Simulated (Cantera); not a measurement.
Input: 1 mol BCl3, 9.4 mol H2O, 0.2 mol H2, held at 100 Torr.

These are equilibrium values from Cantera (NASA tables, ideal gas, pure condensed phases), not measurements of a reactor. Candidate condensed phases: B, B2O3, B3O3H3, H2O; 33 gas species. The tables' values for BOCl are old estimates; treat these amounts as uncertain. The numbers say what is thermodynamically allowed, not how fast it happens. All values below are at 2250 K.

Base state: H2O 0.607, HCl 0.235, HBO2 0.0794, H2 0.0386, Cl 0.0176, OH 0.00944, O2 0.00444, H 0.00400 (mole fractions); condensed: gas only.

**Question.** What changes in the equilibrium state with this change: BCl3 replaced by B2H6?

**Answer.** 
```tsv
species	before	after
H2	0.0386	0.445
H2O	0.607	0.400
HBO2	0.0794	0.130
HCl	0.235	0
Cl	0.0176	0
H	0.00400	0.0136
BOCl	0.000305	0
Cl2	1.38e-5	0
O2	0.00444	1.46e-5
B2O2	1.86e-7	1.32e-5
HBO	6.06e-5	0.00173
```
The feed counts by its element totals alone.

**Question.** What changes in the equilibrium state with this change: pressure from 100 Torr to 10.0 Torr?

**Answer.** 
```
species    before     after
-------  --------  --------
H2O         0.607     0.556
HCl         0.235     0.207
HBO2       0.0794    0.0744
H2         0.0386    0.0668
H         0.00400    0.0166
O2        0.00444    0.0124
OH        0.00944    0.0208
Cl         0.0176    0.0372
O        0.000674   0.00356
BO        7.32e-5  0.000312
```
